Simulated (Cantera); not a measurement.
A closed system holds: 1 mol Fe3O4, 0.78 mol CH4, 0.9 mol CO, at 1952 °C and 1 atm.

Method: chemical equilibrium by Gibbs-energy minimisation in Cantera with the NASA 1993 tables (ideal gas, pure condensed phases). Candidate condensed phases: C, C6H6, C7H8, C8H18, Fe, Fe(CO)5, FeO, Fe(OH)2, Fe(OH)3, Fe2O3, Fe3O4, H2O; 114 gas species. Each liquid is taken as pure. Mutual solubility and eutectic melting of coexisting phases are not modelled. The tables' stoichiometric FeO is somewhat more stable than real wüstite, so its field is too wide. FeO: taken at fixed stoichiometry. The numbers say what is thermodynamically allowed, not how fast it happens.

Base state: CO 0.473, H2 0.322, H2O 0.155, CO2 0.0425, H 0.00365, Fe 0.00343, OH 0.000255, Fe(OH)2 0.000150 (mole fractions); condensed: Fe(l) + FeO(l).

Q: What changes in the equilibrium state with this change: temperature from 1952 °C to 2027 °C?

A: 
```
species        before     after
-----------  --------  --------
CO              0.473     0.473
H2              0.322     0.319
H2O             0.155     0.155
Fe            0.00343   0.00657
H             0.00365   0.00543
CO2            0.0425    0.0409
FeO           5.35e-5  0.000118
OH           0.000255  0.000424
Fe(OH)2      0.000150  0.000194
Fe(l), mol      0.414     0.400
FeO(l), mol      2.57      2.58
```

Q: What changes in the equilibrium state with this change: Fe3O4 replaced by Ta2O5?

A: 
```tsv
species	before	after
H2	0.322	0.510
CO	0.473	0.480
H	0.00365	0.00460
H2O	0.155	0.00417
CO2	0.0425	0.000732
TaO2	0	1.92e-5
Fe	0.00343	0
Fe(OH)2	0.000150	0
FeO	5.35e-5	0
Fe(l), mol	0.414	0
FeO(l), mol	2.57	0
TaC(s), mol	0	0.227
Ta2O5(l), mol	0	0.886
```
TaC: taken at fixed stoichiometry. Condensed phases not in the tables: Ta2C. Further candidate phases: Ta, TaC, Ta2O5.
